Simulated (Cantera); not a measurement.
BN + Cl2 + N2 (nitride etching)

Charge: 1 mol BN, a varied amount of Cl2, 5.4 mol N2, equilibrated at 452 °C and 10.0 Torr.

Equilibrium computed with Cantera from the NASA thermochemical tables; the gas is ideal and each condensed phase is pure. Candidate condensed phases: B, BN; 10 gas species. Kinetics and transport are ignored.

| n(Cl2) (mol) | log p N2 | log p Cl2 | log p BCl3 | log p Cl | n BN(s) |
|---|---|---|---|---|---|
| 1.2 | -1.93 | -11.12 | -2.79 | -11.42 | 0.200 |
| 1.9 | -1.97 | -3.14 | -2.74 | -7.43 | 0 |
| 2.9 | -2.02 | -2.65 | -2.79 | -7.19 | 0 |
| 4.5 | -2.10 | -2.39 | -2.87 | -7.06 | 0 |
| 7 | -2.20 | -2.23 | -2.97 | -6.98 | 0 |
| 11 | -2.32 | -2.11 | -3.09 | -6.92 | 0 |
| 17 | -2.45 | -2.04 | -3.23 | -6.88 | 0 |
| 26 | -2.60 | -1.98 | -3.37 | -6.85 | 0 |
| 39 | -2.75 | -1.95 | -3.52 | -6.84 | 0 |
log p: log10 of the partial pressure in bar; n: condensed amount in mol.

At 1.2 mol Cl2 the condensed part is BN(s). From 1.9 mol Cl2 to 39 mol Cl2 nothing is condensed. The main B-bearing gas is BCl3 throughout.
